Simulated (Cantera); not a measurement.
Cantera run:

```python
import numpy as np
import cantera as ct

gas_names = """
    O O2 O3 S SO SO2 SO3 S2 S2O S8
""".split()
cond_names = """
    S(cr1) S(cr2) S(L)
""".split()


# ... load() reads the species with a 1 bar reference pressure and builds the phases ...
atoms = {
    'SO2': {'S': 1, 'O': 2},
    'O2': {'O': 2},
}
top_T = {}  # K; cautious upper limits of use, not melting points


# ... equilibrate(T, P, feed) seeds the gas with the atoms and calls Mixture.equilibrate('TP', solver="vcs", rtol=1e-11, max_steps=5000) ...
results = []
feed = {'SO2': 1, 'O2': 3.2}  # mol
P = 250  # Pa
for T in [2250, 2300, 2350, 2400, 2450, 2500, 2550, 2600, 2650, 2700, 2750, 2800, 2850, 2900]:
    mix = equilibrate(T, P, feed)
    results.append((T, P, feed, dict(zip(mix.species_names, mix.species_moles))))

top = {s: max(r[3][s] / sum(r[3][g] for g in gas_names) for r in results) for s in gas_names}
cols = sorted((s for s in top if top[s] > 0.001), key=lambda s: -top[s])[:8]
seen = [c for c in cond_names if any(r[3].get(c, 0) > 1e-12 for r in results)]
print("log10 of partial pressures in bar; condensed amounts in mol")
print(f"{'T/K':>10s}" + "".join(f"{s[:9]:>10s}" for s in cols + seen))
for T, P, feed, n in results:
    ng = sum(n[g] for g in gas_names)
    print(f"{T:10.4g}" + "".join(f"{np.log10(max(n[s] / ng * P / 1e5, 1e-99)):10.3f}" for s in cols)
          + "".join(f"{n.get(c, 0):10.4g}" for c in seen))
```

Result:

```
log10 of partial pressures in bar; condensed amounts in mol
       T/K        O2         O       SO2        SO         S
      2250    -2.752    -3.809    -3.252    -4.830    -6.951
      2300    -2.763    -3.685    -3.262    -4.682    -6.658
      2350    -2.777    -3.569    -3.275    -4.543    -6.378
      2400    -2.795    -3.459    -3.293    -4.412    -6.110
      2450    -2.817    -3.357    -3.315    -4.290    -5.853
      2500    -2.845    -3.261    -3.345    -4.176    -5.607
      2550    -2.878    -3.173    -3.381    -4.073    -5.373
      2600    -2.918    -3.092    -3.428    -3.981    -5.151
      2650    -2.967    -3.019    -3.486    -3.901    -4.942
      2700    -3.024    -2.954    -3.558    -3.834    -4.745
      2750    -3.089    -2.897    -3.646    -3.783    -4.563
      2800    -3.165    -2.848    -3.752    -3.749    -4.397
      2850    -3.249    -2.806    -3.878    -3.734    -4.249
      2900    -3.343    -2.772    -4.024    -3.738    -4.118
```

Equilibrium computed with Cantera from the NASA thermochemical tables; the gas is ideal and each condensed phase is pure.
